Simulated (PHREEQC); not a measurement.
KOH is added in steps, without added water, to 1 kg of water holding 0.00069 mol/kgw PbCl2 and 0.21 mol/kgw NaNO3, at 25 °C. O2 is buffered at 0.21 atm. The system is closed to CO2. Solids allowed: Halite, Sylvite, Pb(OH)2. Others were left out.

Base run: PHREEQC, ion-association model, phreeqc.dat. Each further column changes one thing. The table gives pH.

| KOH added (mol) | base | 0.12 mol/kgw NaHCO3 added | 0.0027 mol/kgw HCl added | NaNO3 left out | no solid may form |
|---|---|---|---|---|---|
| 0 | 5.81 | 7.77 | 2.67 | 5.48 | 5.81 |
| 0.001063 | 6.38 | 7.87 | 2.89 | 6.02 | 9.80 |
| 0.002125 | 10.72 | 7.96 | 3.34 | 10.84 | 10.66 |
| 0.00425 | 11.30 | 8.14 | 10.07 | 11.42 | 11.16 |
| 0.005313 | 11.44 | 8.22 | 10.93 | 11.56 | 11.32 |
| 0.006375 | 11.54 | 8.29 | 11.20 | 11.66 | 11.44 |
| 0.007437 | 11.63 | 8.35 | 11.37 | 11.74 | 11.54 |
| 0.009562 | 11.76 | 8.46 | 11.58 | 11.86 | 11.69 |
| 0.01063 | 11.81 | 8.51 | 11.66 | 11.91 | 11.75 |
| 0.01169 | 11.86 | 8.55 | 11.72 | 11.96 | 11.80 |
| 0.01275 | 11.90 | 8.59 | 11.78 | 12.00 | 11.85 |
| 0.01487 | 11.97 | 8.67 | 11.87 | 12.07 | 11.93 |
| 0.01594 | 12.00 | 8.70 | 11.92 | 12.10 | 11.97 |
| 0.017 | 12.03 | 8.74 | 11.95 | 12.13 | 12.00 |

The database's Pb(OH)2 solid is less soluble than what usually precipitates.  In at least one series the solution becomes supersaturated in solids that the run did not let form, among them Pb(OH)2. Solids allowed in the column '0.12 mol/kgw NaHCO3 added': Halite, Sylvite, Cerussite, Pb(OH)2. Solids allowed in the column 'NaNO3 left out': Sylvite, Pb(OH)2.
